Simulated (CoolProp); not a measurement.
R1224YDZ along the isotherm 464.6 K: Z from the reference equation and from simpler models built on Tc = 428.7 K, pc = 3.334 MPa, ω = 0.325; each cubic takes its own stable root.

Values from CoolProp's reference Helmholtz-energy equation of state, Akasaka 2023.

| p (MPa) | phase | reference |
|---|---|---|
| 3.7 | supercritical | 0.6476 |
| 7.41 | supercritical | 0.3782 |
| 11.1 | supercritical | 0.4832 |
| 14.8 | supercritical | 0.5986 |
| 18.5 | supercritical | 0.7130 |
| 22.2 | supercritical | 0.8253 |
| 25.9 | supercritical | 0.9356 |
| 29.6 | supercritical | 1.044 |
| 33.3 | supercritical | 1.151 |

Question: How far does each simpler model (van der Waals, Soave-Redlich-Kwong, Peng-Robinson) lie from the reference over these 9 states: mean and median of the absolute difference, and the worst?

Answer: 
- van der Waals: mean 29.9 %, median 33.7 %, worst +35.0 % at 464.6 K and 33.3 MPa
- Soave-Redlich-Kwong: mean 10.0 %, median 8.7 %, worst +21.7 % at 464.6 K and 7.41 MPa
- Peng-Robinson: mean 3.8 %, median 3.2 %, worst +12.0 % at 464.6 K and 7.41 MPa
